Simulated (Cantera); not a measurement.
Feed: 1 mol SiF4, 19 mol N2O, at 1650 °C and 133 Pa.

Equilibrium computed with Cantera from the NASA thermochemical tables; the gas is ideal and each condensed phase is pure. Candidate condensed phases: Si, SiO2, Si2N2O, Si3N4; 28 gas species. The tables' values for SiF3, SiO2 are old estimates; treat these amounts as uncertain. Kinetics and transport are ignored.

Base state: N2 0.638, O2 0.315, SiF4 0.0334, NO 0.00677, O 0.00557, F 0.000721, SiF3 0.000250, SiO 8.37e-5 (mole fractions); condensed: gas only.

What changes in the equilibrium state with this change: temperature from 1650 °C to 1277 °C?


| species | before | after |
|---|---|---|
| N2 | 0.638 | 0.643 |
| O2 | 0.315 | 0.321 |
| SiF4 | 0.0334 | 0.0339 |
| O | 0.00557 | 0.000121 |
| NO | 0.00677 | 0.00173 |
| SiO | 8.37e-5 | <1e-9 |
| SiO2 | 3.39e-5 | 7.39e-9 |
| SiF3 | 0.000250 | 1.54e-6 |
| F | 0.000721 | 1.25e-5 |
